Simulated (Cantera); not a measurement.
A freely propagating, adiabatic, planar premixed flame of 47.5 % H2, 12.5 % O2, 40.0 % N2, equivalence ratio 1.9, unburnt at 625 K and 1.48 atm; mixture-averaged transport, grid criteria slope 0.08 and curve 0.16, no radiation.

Computed with Cantera and the H2/O2 subset of GRI-Mech 3.0, which has no nitrogen chemistry. Burning velocities carry a grid error of a few per cent, more on coarse grids.

x: mole fraction of selected species; z is measured from the peak of heat release.

```tsv
z (mm)	T (K)	u (m/s)	x H2	x O2	x OH	x H2O2	x HO2	x H2O
-0.797	625	11.2	0.475	0.125	<1e-8	<1e-8	<1e-8	<1e-8
-0.531	625	11.2	0.475	0.125	<1e-8	<1e-8	<1e-8	<1e-8
-0.398	625	11.2	0.475	0.125	<1e-8	<1e-8	<1e-8	<1e-8
-0.266	625	11.2	0.475	0.125	<1e-8	<1e-8	8.95e-7	1.30e-7
-0.133	648	11.5	0.471	0.125	8.68e-5	___	0.000311	0.00102
-0.0664	878	15.2	0.436	0.118	0.000808	___	0.000226	0.0217
0	1311	22.1	0.323	0.0752	0.00328	___	9.69e-5	0.114
0.0664	1603	26.7	0.226	0.0199	0.00631	___	2.52e-5	0.219
0.133	1732	28.7	0.205	0.00466	0.00732	___	5.72e-6	0.250
0.266	1859	30.5	0.208	0.00151	0.00802	___	1.84e-6	0.259
0.531	1993	32.4	0.218	0.000980	0.00811	___	1.17e-6	0.263
1.06	2123	34.2	0.228	0.000603	0.00743	___	7.37e-7	0.268
2.12	2237	35.7	0.236	0.000319	0.00611	___	4.19e-7	0.273
```

**Question.** Some entries are withheld; supply them.

**Answer.** 
- -0.133, x H2O2: 3.51e-6
- -0.0664, x H2O2: 1.11e-5
- 0, x H2O2: 3.30e-6
- 0.0664, x H2O2: 1.56e-6
- 0.133, x H2O2: 9.48e-7
- 0.266, x H2O2: 5.68e-7
- 0.531, x H2O2: 3.16e-7
- 1.06, x H2O2: 1.72e-7
- 2.12, x H2O2: 9.48e-8
